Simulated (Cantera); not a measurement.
Feed: 1 mol Fe, 12 mol CO2, 130 mol H2, 1.1 mol H2S, held at 750 °C and 17.0 Pa.

Equilibrium computed with Cantera from the NASA thermochemical tables; the gas is ideal and each condensed phase is pure. Candidate condensed phases: C, C6H6, C7H8, C8H18, Fe, Fe(CO)5, FeO, Fe(OH)2, Fe(OH)3, FeS, FeSO4, FeS2, Fe2O3, Fe2(SO4)3, Fe3O4, H2O, H2SO4, S; 127 gas species. Mutual solubility and eutectic melting of coexisting phases are not modelled. FeS: taken at fixed stoichiometry. Rates play no part.

Base state: H2 0.840, H2O 0.0751, CO 0.0751, CO2 0.00877, H2S 0.00111 (mole fractions); condensed: Fe(α) + FeS(s).

Task: What changes in the equilibrium state with this change: CO2 from 12 to 2.1 mol?

Result: 
| species | before | after |
|---|---|---|
| H2 | 0.840 | 0.968 |
| H2O | 0.0751 | 0.0154 |
| CO | 0.0751 | 0.0154 |
| CO2 | 0.00877 | 0.000322 |
| H2S | 0.00111 | 0.00127 |
| Fe(α), mol | 0.0591 | 0.0701 |
| FeS(s), mol | 0.941 | 0.930 |

Task: What changes in the equilibrium state with this change: temperature from 750 °C to 1652 °C?

Result: 
```tsv
species	before	after
H2	0.840	0.767
CO	0.0751	0.0783
H2O	0.0751	0.0751
H	2.92e-7	0.0642
CO2	0.00877	0.00178
Fe	<1e-9	0.00666
S	<1e-9	0.00303
SO	2.15e-9	0.00183
Fe(α), mol	0.0591	0
FeS(s), mol	0.941	0
```
